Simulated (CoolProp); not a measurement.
Model: reference Helmholtz-energy equation of state, Lemmon 2006, in CoolProp. It is a short technical equation, of lower accuracy than the large ones.

For toluene, give the phase and the Z, cp (kJ/(kg K)), speed of sound (m/s), expansivity (1/kK) at 381.7 K and 0.947 MPa; 463.1 K and 0.947 MPa.


- 381.7 K and 0.947 MPa: liquid; Z 0.0351, cp 1.99, speed of sound 974, expansivity 1.30
- 463.1 K and 0.947 MPa: liquid; Z 0.0328, cp 2.33, speed of sound 664, expansivity 1.88
